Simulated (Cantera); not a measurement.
**Equilibrium for silicon etching in halogen gases: Si + Cl2 + H2**

Feed: 1 mol Si, 0.77 mol Cl2, 5.7 mol H2, at 977 °C and 75.0 Torr.

Cantera equilibrium calculation (NASA polynomials, part measured and part estimated; ideal gas, pure solids and liquids). Candidate condensed phases: Si; 19 gas species. The tables' values for SiCl3 are old estimates; treat these amounts as uncertain. The numbers say what is thermodynamically allowed, not how fast it happens.

```json
{
 "x(H2)": "0.870",
 "x(HCl)": "0.0746",
 "x(SiCl4)": "0.0224",
 "x(SiCl2)": "0.0161",
 "x(SiHCl3)": "0.00929",
 "x(SiCl3)": "0.00709",
 "x(SiH2Cl2)": "0.000524",
 "x(SiH3Cl)": "8.22e-6",
 "x(H)": "1.43e-6",
 "n(Si(s))": "0.654 mol",
 "gas_amount": "6.247 mol"
}
```
